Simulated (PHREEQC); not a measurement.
Make-up at 30 °C: 0.018 mol/kgw Pb(NO3)2 and 0.02 mol/kgw Zn(NO3)2. Closed to the air; pH follows from the charge balance.

All values are PHREEQC results (ion-association model, wateq4f.dat), not measurements.

Precipitation was switched off in this run.

**Question.** What pH, ionic strength does the model give?

**Answer.** pH 4.86; ionic strength 0.104 mol/kgw.

**Question.** In which forms is Pb present?

**Answer.** Pb+2 73 %, PbNO3+ 27 % of the Pb.

Species that the database lacks are ignored.
